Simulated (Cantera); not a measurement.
A closed system holds: 1 mol BF3, 37 mol N2, equilibrated at 0.000100 bar.

These are equilibrium values from Cantera (NASA tables, ideal gas, pure condensed phases), not measurements of a reactor. Candidate condensed phases: B, BN; 13 gas species. The tables' values for BF2 are old estimates; treat these amounts as uncertain. Kinetics and transport are ignored.

x: gas mole fraction; nothing condenses.

```tsv
T (K)	x N2	x BF3	x F	x BF2	x BF	x N
1948	0.973	0.0255	0.000849	0.000809	1.97e-5	4.12e-8
1973	0.973	0.0252	0.00108	0.00102	3.03e-5	5.99e-8
1998	0.972	0.0249	0.00138	0.00129	4.58e-5	8.64e-8
2023	0.972	0.0246	(withheld)	0.00160	(withheld)	(withheld)
2048	0.972	0.0242	0.00218	0.00198	0.000101	1.75e-7
2073	0.971	0.0237	(withheld)	0.00242	(withheld)	(withheld)
2098	0.970	0.0231	0.00336	0.00294	0.000213	3.42e-7
2123	0.970	0.0224	0.00414	0.00353	0.000303	4.73e-7
2148	0.969	0.0216	0.00506	0.00421	0.000427	6.49e-7
```

### Question
Fill in the missing entries.

### Answer

- 2073, x F: 0.00272
- 2073, x BF: 0.000148
- 2073, x N: 2.46e-7
- 2023, x F: 0.00174
- 2023, x BF: 6.85e-5
- 2023, x N: 1.24e-7
